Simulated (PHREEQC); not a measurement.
Consider water at 20 °C with 0.13 mol/kgw BaBr2, 0.00058 mol/kgw Zn(NO3)2 and 0.011 mol/kgw AgF. Closed to the air; pH follows from the charge balance.

Computed with PHREEQC (ion-association model, wateq4f.dat).

Each row changes one thing in this solution. This is a speciation only: nothing precipitates in the calculation.

```
case                                         pH  ZnOH+ (mol/kgw)  Zn(OH)2 (mol/kgw)  SI of Zincite(c) (ZnO)
-----------------------------------------  ----  ---------------  -----------------  ----------------------
as made                                    6.88          1.13e-6            9.55e-8                   -1.49
temperature from 20 to 80 °C               6.32          1.36e-5            6.16e-9                   +0.09
Zn(NO3)2 from 0.00058 to 0.000522 mol/kgw  6.90          1.06e-6            9.43e-8                   -1.50
BaBr2 from 0.13 to 0.143 mol/kgw           6.88          1.10e-6            9.29e-8                   -1.50
BaBr2 from 0.13 to 0.26 mol/kgw            6.89          9.18e-7            7.60e-8                       ?
BaBr2 left out                                ?          1.84e-6            1.77e-7                       ?
AgF left out                               6.43          4.20e-7            1.28e-8                       ?
```

### Question
What belongs in the gaps?

### Answer

- BaBr2 from 0.13 to 0.26 mol/kgw, SI of Zincite(c) (ZnO): -1.55
- BaBr2 left out, pH: 6.80
- BaBr2 left out, SI of Zincite(c) (ZnO): -1.26
- AgF left out, SI of Zincite(c) (ZnO): -2.37

The ionic strength passes 0.7 mol/kgw, the rough limit of the ion-association models, in BaBr2 from 0.13 to 0.26 mol/kgw. Complexes and solids missing from the database can't appear. Some of these states are supersaturated (in Bromyrite, Zincite(c) (slow to form), BaF2, for instance). At this temperature some constants are extrapolated from 25 °C, and those without enthalpy data are left unchanged.
